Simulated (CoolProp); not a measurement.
Vapour-liquid equilibrium of benzene (1) + ethylbenzene (2) at 85.75 °C; x and y are mole fractions of (1).

Model: multi-fluid Helmholtz-energy mixture model, Thol 2012 and Zhou 2012; pair parameters Bell 2016, in CoolProp.

```csv
x,"bubble pressure, mixture model (MPa)","bubble pressure, Raoult's law (MPa)","y, mixture model","y, Raoult's law"
0.05,0.02479,0.02578,0.201,0.233
0.15,0.03310,0.03573,0.463,0.505
0.25,0.04191,0.04568,0.626,0.658
0.35,0.05124,0.05563,0.736,0.757
0.45,0.06108,0.06558,0.814,0.826
0.55,0.07137,0.07553,0.872,0.876
0.65,0.08204,0.08548,0.915,0.915
0.75,0.09296,0.09544,0.948,0.946
0.85,0.1040,0.1054,0.973,0.970
0.95,0.1149,0.1153,0.992,0.991
```

The largest gap from Raoult's law is -8.3 % in bubble pressure, at x = 0.25. No azeotrope shows between x = 0.05 and 0.95.

The pair parameters rest on a limited set of measurements; away from them the model extrapolates.
